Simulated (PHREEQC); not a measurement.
1 kg of water holding 110 mmol/kgw NaHCO3 meets 20 L of dry gas (CO2 0.45, H2 0.55 by moles) at fixed total pressure, at 60 °C; fugacities by Peng-Robinson. The gases take part in no redox reaction, some water evaporates into the gas, and hydrates or a liquid gas phase aren't modelled. No solid was allowed to form.

Computed with PHREEQC (ion-association model, phreeqc.dat).

Task: Predict dissolved CO2 (all carbonate carbon) (mol/kgw) at P (atm) = 30, 50, 75, 400.

Result: 
```tsv
P (atm)	dissolved CO2 (all carbonate carbon) (mol/kgw)
30	0.300
50	0.405
75	0.513
400	0.943
```

At this temperature some constants are extrapolated from 25 °C, and those without enthalpy data are left unchanged.
